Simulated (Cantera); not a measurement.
A diamond (100) surface in a fixed gas of H2 with x(CH4) = 0.017, x(H) = 0.019, at 1325 K, 24.0 Torr; coverages are run to steady state.

Computed with Cantera and the Harris–Goodwin 1993 mechanism for the reconstructed diamond (100) surface.

θ: site fractions in the mechanism's names (c6HH fully hydrogenated, c6H* and c6*H radical sites, c6** diradical, c6HM methylated).

| x(CH3) | growth (µm/h) | θ c6HH | θ c6H* | θ c6*H | θ c6** | θ c6HM |
|---|---|---|---|---|---|---|
| 1e-06 | 0.00956 | 0.364 | 0.0521 | 0.533 | 0.0510 | 9.15e-7 |
| 2.6e-06 | 0.0249 | 0.364 | 0.0521 | 0.533 | 0.0510 | 2.38e-6 |
| 7e-06 | 0.0669 | 0.364 | 0.0521 | 0.533 | 0.0510 | 6.40e-6 |
| 1.8e-05 | 0.172 | 0.364 | 0.0521 | 0.533 | 0.0510 | 1.65e-5 |
| 4.9e-05 | ___ | 0.364 | 0.0521 | 0.533 | 0.0509 | ___ |
| 0.00013 | 1.24 | 0.364 | 0.0521 | 0.533 | 0.0509 | 0.000119 |
| 0.00034 | 3.24 | 0.364 | 0.0520 | 0.532 | 0.0507 | 0.000310 |
| 0.00089 | ___ | 0.364 | 0.0520 | 0.532 | 0.0503 | ___ |
| 0.0024 | 22.3 | 0.363 | 0.0518 | 0.530 | 0.0493 | 0.00216 |

### Question
Fill in the missing entries.

### Answer

- 4.9e-05, growth (µm/h): 0.468
- 4.9e-05, θ c6HM: 4.48e-5
- 0.00089, growth (µm/h): 8.42
- 0.00089, θ c6HM: 0.000809
